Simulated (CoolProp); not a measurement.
Model: reference Helmholtz-energy equation of state, Pan 2012, in CoolProp.

Question: Give the vapour pressure (bar), liquid cp (kJ/(kg K)), surface tension (mN/m), liquid conductivity (mW/(m K)) of saturated R236FA at 62.95, 68.85, 86.55 °C.

Answer: 
```
T (°C)  p (bar)  liquid cp (kJ/(kg K))  surface tension (mN/m)  liquid conductivity (mW/(m K))
------  -------  ---------------------  ----------------------  ------------------------------
62.95      8.23                   1.35                    5.28                            62.3
68.85      9.55                   1.38                    4.66                            60.7
86.55      14.5                   1.50                    2.90                            55.7
```

Thermal conductivity comes from a separate model (Huber 2003), an estimate that may be off by 10 % or more. Surface tension comes from a separate correlation (Mulero 2012).
